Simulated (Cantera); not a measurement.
Feed: 1 mol B₂O₃, 50 mol HF, 3.2 mol O₂, 3.9 mol SiCl₄, equilibrated at 1248 K and 2.90 mbar.

Equilibrium computed with Cantera from the NASA thermochemical tables; the gas is ideal and each condensed phase is pure. Candidate condensed phases: B, B₂O₃, B₃O₃H₃, H₂O, Si, SiO₂; 79 gas species. The tables hold silica as quartz up to 1696 K and as liquid above; real silica turns to tridymite and cristobalite and melts near 1996 K. Kinetics and transport are ignored.

Base state: HF 0.541, HCl 0.265, SiF₄ 0.0603, O₂ 0.0538, H₂O 0.0375, BF₃ 0.0316, Cl 0.00622, BOF 0.00350 (mole fractions); condensed: SiO₂(β-quartz).

What changes in the equilibrium state with this change: temperature from 1248 K to 1400 K?


```csv
species,before,after
HF,0.541,0.567
HCl,0.265,0.248
SiF₄,0.0603,0.0557
H₂O,0.0375,0.0243
BOF,0.00350,0.0147
Cl,0.00622,0.0193
BF₃,0.0316,0.0196
O₂,0.0538,0.0498
OH,1.05e-5,4.56e-5
HBO₂,7.18e-5,0.000205
Cl₂,0.00191,0.00133
"SiO₂(β-quartz), mol",0.475,0.676
```

What changes in the equilibrium state with this change: O₂ from 3.2 to 0.25 mol?


| species | before | after |
|---|---|---|
| HF | 0.541 | 0.565 |
| HCl | 0.265 | 0.286 |
| SiF₄ | 0.0603 | 0.0651 |
| O₂ | 0.0538 | 0.00355 |
| BF₃ | 0.0316 | 0.0335 |
| H₂O | 0.0375 | 0.0394 |
| Cl₂ | 0.00191 | 0.000545 |
| OH | 1.05e-5 | 5.47e-6 |
| SiO₂(β-quartz), mol | 0.475 | 0.399 |
